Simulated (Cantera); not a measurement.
A perfectly stirred reactor is fed with 17.2 % CH₄, 82.6 % N₂, 0.241 % H₂O, at 1.38 atm; it is held at 1950 K, and followed from long to short residence time.

Cantera simulation using GRI-Mech 3.0 (53 species, 325 reactions); the numbers are that mechanism's predictions, not measurements. GRI-Mech 3.0 stops at C3 and has no aromatics, soot or wall deposition, so with more carbon than oxygen in the feed, carbon stays in small species such as C2H2 where larger ones or solid carbon would form.

x: mole fraction; the columns are a selection and need not sum to one.

```tsv
τ (s)	x CH₄	x CH₂	x H	x C₂H₆	x CH₃	x C₂H₄	x C₂H₂
2.2	0.00167	1.77e-7	0.000455	…	6.85e-5	0.000196	0.0710
1.2	0.00214	2.25e-7	0.000453	…	8.77e-5	0.000196	0.0709
0.66	0.00280	2.91e-7	0.000451	…	0.000114	0.000197	0.0707
0.36	0.00372	3.83e-7	0.000447	…	0.000151	0.000198	0.0704
0.19	0.00507	5.13e-7	0.000441	…	0.000205	0.000201	0.0698
0.10	0.00696	6.88e-7	0.000433	…	0.000280	0.000208	0.0691
0.057	0.00919	8.86e-7	0.000424	…	0.000367	0.000222	0.0683
0.031	0.0124	1.16e-6	0.000412	…	0.000491	0.000250	0.0670
0.017	0.0168	1.49e-6	0.000396	…	0.000653	0.000304	0.0652
0.0091	0.0228	1.92e-6	0.000375	…	0.000875	0.000409	0.0625
0.0049	0.0307	2.43e-6	0.000351	…	0.00116	0.000603	0.0590
```

Question: Fill in the missing entries.

Answer: 
- 2.2, x C₂H₆: 1.24e-7
- 1.2, x C₂H₆: 1.96e-7
- 0.66, x C₂H₆: 3.25e-7
- 0.36, x C₂H₆: 5.62e-7
- 0.19, x C₂H₆: 1.03e-6
- 0.10, x C₂H₆: 1.91e-6
- 0.057, x C₂H₆: 3.29e-6
- 0.031, x C₂H₆: 5.94e-6
- 0.017, x C₂H₆: 1.06e-5
- 0.0091, x C₂H₆: 1.93e-5
- 0.0049, x C₂H₆: 3.43e-5
